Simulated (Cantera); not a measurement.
Nitride etching: Si₃N₄ + HCl

Input: 1 mol Si₃N₄, 2.2 mol HCl, held at 1773 K and 6.60e-5 bar.

These are equilibrium values from Cantera (NASA tables, ideal gas, pure condensed phases), not measurements of a reactor. Candidate condensed phases: NH₄Cl, Si, Si₃N₄; 28 gas species. The tables' values for SiCl, SiCl₃, SiN are old estimates; treat these amounts as uncertain. The numbers say what is thermodynamically allowed, not how fast it happens.

```json
{
 "x(N₂)": "0.454",
 "x(SiCl₂)": "0.190",
 "x(H₂)": "0.189",
 "x(HCl)": "0.106",
 "x(Si)": "0.0323",
 "x(H)": "0.0152",
 "x(Cl)": "0.00654",
 "x(SiCl)": "0.00649",
 "x(SiCl₃)": "0.000214",
 "n(Si(l))": "1.99 mol",
 "gas_amount": "4.406 mol"
}
```
